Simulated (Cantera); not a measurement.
A closed system holds: 1 mol Al(CH3)3, 58 mol N2, at 600 °C and 0.300 bar.

Method: chemical equilibrium by Gibbs-energy minimisation in Cantera with the NASA 1993 tables (ideal gas, pure condensed phases). Candidate condensed phases: Al, AlN, C, C6H6, C7H8, C8H18; 97 gas species. The feed counts by its element totals alone. Rates play no part.

Base state: N2 0.928, H2 0.0713, CH4 0.000684 (mole fractions); condensed: AlN(s) + C(graphite).

**Question.** What changes in the equilibrium state with this change: temperature from 600 °C to 552 °C?

**Answer.** 
```
species             before    after
----------------  --------  -------
N2                   0.928    0.929
H2                  0.0713   0.0700
CH4               0.000684  0.00133
NH3                8.34e-6  1.25e-5
AlN(s), mol           1.00     1.00
C(graphite), mol      2.96     2.92
```

**Question.** What changes in the equilibrium state with this change: 1.3 mol H2 added?

**Answer.** 
```
species             before    after
----------------  --------  -------
N2                   0.928    0.909
H2                  0.0713   0.0896
CH4               0.000684  0.00108
NH3                8.34e-6  1.16e-5
AlN(s), mol           1.00     1.00
C(graphite), mol      2.96     2.93
```

**Question.** What changes in the equilibrium state with this change: Al(CH3)3 replaced by AlCl3?

**Answer.** 
```tsv
species	before	after
N2	0.928	0.983
AlCl3	0	0.0168
Al2Cl6	0	6.45e-5
H2	0.0713	0
CH4	0.000684	0
AlN(s), mol	1.00	0
C(graphite), mol	2.96	0
```
Further candidate phases: AlCl3.
